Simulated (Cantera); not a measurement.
An isothermal, constant-pressure homogeneous reactor starts with C2H4 : H2 = 1 : 1.6 (molar parts), at 1250 K and 0.0132 atm.

Computed with Cantera and GRI-Mech 3.0 (53 species, 325 reactions). GRI-Mech 3.0 was tuned for natural gas; its chemistry of ethylene as a main component is partial and can be far from experiment. GRI-Mech 3.0 stops at C3 and has no aromatics, soot or wall deposition, so with more carbon than oxygen in the feed, carbon stays in small species such as C2H2 where larger ones or solid carbon would form. Radical loss at walls, strong at low pressure, is not modelled.

**Question.** Predict: x(C2H4) at 20.0 s; x(H2) at 20.0 s; x(C2H2) at 20.0 s; x(CH4) at 20.0 s; x(H) at 20.0 s.

**Answer.** 
| Quantity | Result |
|---|---|
| x(C2H4) at 20.0 s | 0.0500 (gas-phase equilibrium 0.0125) |
| x(H2) at 20.0 s | 0.706 (gas-phase equilibrium 0.659) |
| x(C2H2) at 20.0 s | 0.241 (gas-phase equilibrium 0.252) |
| x(CH4) at 20.0 s | 0.00298 (gas-phase equilibrium 0.0773) |
| x(H) at 20.0 s | 5.55e-6 (gas-phase equilibrium 3.42e-6) |
